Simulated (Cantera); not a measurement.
Input (Python, Cantera) and output of one run.

```python
import numpy as np
import cantera as ct

gas_names = [...]  # 87 gases of nasa_gas.yaml made of C, H, Si
cond_names = """
    C(gr) C6H6(L) C7H8(L) C8H18(L),n-octa Si(cr) Si(L) SiC(b)
""".split()


# ... load() reads the species with a 1 bar reference pressure and builds the phases ...
atoms = {
    'SiH4': {'Si': 1, 'H': 4},
    'CH4': {'C': 1, 'H': 4},
    'H2': {'H': 2},
}
top_T = {'C(gr)': 4500, 'SiC(b)': 3050}  # K; cautious upper limits of use, not melting points


# ... equilibrate(T, P, feed) seeds the gas with the atoms and calls Mixture.equilibrate('TP', solver="vcs", rtol=1e-11, max_steps=5000) ...
results = []
feed = {'SiH4': 1, 'CH4': 0.12, 'H2': 8.4}  # mol
P = 740  # Pa
for T in [923, 1073, 1223, 1373, 1523, 1673, 1823, 1973, 2123, 2273, 2423, 2573]:
    mix = equilibrate(T, P, feed)
    results.append((T, P, feed, dict(zip(mix.species_names, mix.species_moles))))

top = {s: max(r[3][s] / sum(r[3][g] for g in gas_names) for r in results) for s in gas_names}
cols = sorted((s for s in top if top[s] > 0.0001), key=lambda s: -top[s])[:7]
seen = [c for c in cond_names if any(r[3].get(c, 0) > 1e-12 for r in results)]
print("log10 of partial pressures in bar; condensed amounts in mol")
print(f"{'T/K':>10s}" + "".join(f"{s[:9]:>10s}" for s in cols + seen))
for T, P, feed, n in results:
    ng = sum(n[g] for g in gas_names)
    print(f"{T:10.4g}" + "".join(f"{np.log10(max(n[s] / ng * P / 1e5, 1e-99)):10.3f}" for s in cols)
          + "".join(f"{n.get(c, 0):10.4g}" for c in seen))
```

It prints:

```
log10 of partial pressures in bar; condensed amounts in mol
       T/K        H2         H        Si      Si2C      SiC2       SiH C2H2,acet    Si(cr)     Si(L)    SiC(b)
       923    -2.131   -10.677   -17.703   -23.813   -31.460   -16.594   -19.510      0.88         0      0.12
      1073    -2.131    -8.919   -14.161   -19.058   -25.463   -13.655   -16.574      0.88         0      0.12
      1223    -2.131    -7.587   -11.492   -15.485   -20.950   -11.444   -14.363      0.88         0      0.12
      1373    -2.131    -6.543    -9.411   -12.705   -17.432    -9.722   -12.639      0.88         0      0.12
      1523    -2.131    -5.702    -7.744   -10.484   -14.615    -8.344   -11.256    0.8799         0      0.12
      1673    -2.131    -5.009    -6.379    -8.670   -12.311    -7.217   -10.124    0.8792         0      0.12
      1823    -2.133    -4.430    -5.355    -7.276   -10.280    -6.392    -8.954         0    0.8725    0.1199
      1973    -2.140    -3.940    -4.501    -6.113    -8.549    -5.711    -7.943         0     0.828    0.1188
      2123    -2.160    -3.525    -3.770    -5.120    -7.069    -5.136    -7.091         0    0.5907    0.1081
      2273    -2.208    -3.180    -3.319    -4.446    -5.605    -4.837    -6.016         0         0   0.05049
      2423    -2.258    -2.880    -3.298    -4.645    -4.780    -4.953    -5.166         0         0         0
      2573    -2.342    -2.635    -3.306    -5.185    -4.701    -5.102    -5.076         0         0         0
```

Method: chemical equilibrium by Gibbs-energy minimisation in Cantera with the NASA 1993 tables (ideal gas, pure condensed phases). Mutual solubility and eutectic melting of coexisting phases are not modelled. Gases not in the tables: Si2H6 and higher silanes.
